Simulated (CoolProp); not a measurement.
A single-stage vapour-compression cycle with R245ca: evaporating at 307.15 K (dew point), condensing at 369.15 K (bubble point), superheat 5 K, subcooling 5 K, compressor efficiency 0.65, no pressure losses. Each further row changes one setting.

Model: reference Helmholtz-energy equation of state, Zhou 2016, in CoolProp.

| case | cooling COP | pressure ratio | discharge temperature (K) | refrigerating effect (kJ/kg) | volumetric capacity (kJ/m³) |
|---|---|---|---|---|---|
| as stated | 2.36 | 6.04 | 374.8 | 121 | 920 |
| evaporating temperature 312.15 K | 2.70 | … | 374.3 | 125 | 1120 |
| condensing temperature 364.15 K | 2.68 | 5.36 | … | 129 | 977 |
| subcooling 10 K | … | 6.04 | 374.8 | 129 | 977 |
| superheat 15 K | 2.44 | 6.04 | 385.1 | … | 956 |
| compressor efficiency 0.55 | 2.00 | 6.04 | 382.8 | 121 | 920 |

Task: What belongs in the gaps?

Result: 
- evaporating temperature 312.15 K, pressure ratio: 5.07
- condensing temperature 364.15 K, discharge temperature (K): 370.4
- subcooling 10 K, cooling COP: 2.51
- superheat 15 K, refrigerating effect (kJ/kg): 131
